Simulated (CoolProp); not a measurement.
Properties of decamethylcyclopentasiloxane (D5) along the isobar 0.101 MPa.

Values from CoolProp's reference Helmholtz-energy equation of state, Thol 2019.

| T (°C) | phase | density (kg/m³) | speed of sound (m/s) | Joule-Thomson coefficient (K/MPa) | expansivity (1/kK) | fugacity coefficient |
|---|---|---|---|---|---|---|
| 143.15 | liquid | 825.9 | 586.0 | -0.2762 | 1.374 | 0.1427 |
| 156.85 | liquid | 810.2 | 550.3 | -0.2493 | 1.434 | 0.2236 |
| 170.55 | liquid | 794.1 | 515.1 | -0.2178 | 1.504 | 0.3364 |
| 184.25 | liquid | 777.4 | 480.0 | -0.1806 | 1.588 | 0.4880 |
| 198.05 | liquid | 760.1 | 444.8 | -0.1352 | 1.692 | 0.6864 |
| 211.75 | gas | 10.22 | 95.41 | 23.62 | 2.927 | 0.9167 |
| 225.45 | gas | 9.828 | 97.84 | 21.01 | 2.735 | 0.9251 |
| 239.15 | gas | 9.478 | 100.1 | 18.82 | 2.573 | 0.9323 |
| 252.85 | gas | 9.158 | 102.3 | 16.96 | 2.435 | 0.9387 |
